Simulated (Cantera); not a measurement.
Charge: 1 mol AlN, 4.2 mol O2, a varied amount of H2, 1.7 mol HCl, held at 1077 °C and 84.0 Pa.

Method: chemical equilibrium by Gibbs-energy minimisation in Cantera with the NASA 1993 tables (ideal gas, pure condensed phases). Candidate condensed phases: Al, AlCl3, AlN, Al2O3, H2O, NH4Cl; 45 gas species. Equilibrium is a limit: real reactors are often held back by kinetics, nucleation or transport.

x: gas mole fraction; n: condensed amount in mol.

```
n(H2) (mol)     x H2  x H2O   x HCl     x N2      x O2     x Cl      x OH  n Al2O3(s)
-----------  -------  -----  ------  -------  --------  -------  --------  ----------
6.8          7.38e-5  0.752   0.186   0.0552   0.00514  0.00149  0.000117       0.500
8.1                ?      ?       ?        ?         ?        ?         ?       0.500
9.8            0.242  0.575   0.142   0.0417  2.81e-10  1.97e-5   1.56e-6       0.500
12             0.359  0.486   0.120   0.0352  9.08e-11  1.37e-5   1.08e-6       0.500
14                 ?      ?       ?        ?         ?        ?         ?       0.500
17             0.526  0.359  0.0885   0.0260  2.31e-11  8.36e-6   6.62e-7       0.500
21             0.608  0.297  0.0733   0.0216  1.19e-11  6.44e-6   5.09e-7       0.500
25             0.665  0.254  0.0625   0.0184  7.21e-12  5.25e-6   4.15e-7       0.500
30             0.717  0.214  0.0528   0.0155  4.43e-12  4.27e-6   3.38e-7       0.500
36             0.762  0.181  0.0445   0.0131  2.79e-12  3.49e-6   2.76e-7       0.500
44             0.803  0.149  0.0368   0.0108  1.72e-12  2.81e-6   2.23e-7       0.500
53             0.835  0.125  0.0308  0.00906  1.11e-12  2.31e-6   1.83e-7       0.500
63             0.860  0.106  0.0261  0.00767    <1e-12  1.93e-6   1.52e-7       0.500
```

Task: Complete the blanks.

Result: 
- 14, x H2: 0.438
- 14, x H2O: 0.426
- 14, x HCl: 0.105
- 14, x N2: 0.0309
- 14, x O2: 4.68e-11
- 14, x Cl: 1.09e-5
- 14, x OH: 8.59e-7
- 8.1, x H2: 0.117
- 8.1, x H2O: 0.670
- 8.1, x HCl: 0.165
- 8.1, x N2: 0.0485
- 8.1, x O2: 1.64e-9
- 8.1, x Cl: 3.31e-5
- 8.1, x OH: 2.62e-6
